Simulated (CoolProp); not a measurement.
Vapour-liquid equilibrium of n-pentane (1) + acetone (2) at 0.252 MPa; x and y are mole fractions of (1).

The numbers come from the multi-fluid Helmholtz-energy mixture model, Thol 2019 and Lemmon 2006; pair parameters Bell 2016 in CoolProp.

| x | bubble temperature, mixture model (K) | bubble temperature, Raoult's law (K) | y, mixture model | y, Raoult's law |
|---|---|---|---|---|
| 0.05 | 351.9 | 357.4 | 0.201 | 0.081 |
| 0.15 | 343.6 | 355.1 | 0.420 | 0.230 |
| 0.25 | 339.4 | 352.9 | 0.525 | 0.363 |
| 0.35 | 337.1 | 350.8 | 0.584 | 0.481 |
| 0.45 | 335.8 | 348.7 | 0.623 | 0.587 |
| 0.55 | 335.1 | 346.8 | 0.656 | 0.682 |
| 0.65 | 334.7 | 344.9 | 0.690 | 0.766 |
| 0.75 | 334.6 | 343.1 | 0.733 | 0.842 |
| 0.85 | 335.1 | 341.3 | 0.798 | 0.910 |
| 0.95 | 337.0 | 339.6 | 0.909 | 0.972 |

The largest gap from Raoult's law is -13.7 K in bubble temperature, at x = 0.35. y crosses x between x = 0.65 and 0.75: the model has an azeotrope there.

Pair parameters are fitted to limited data, so mixtures are less certain than the pure fluids.
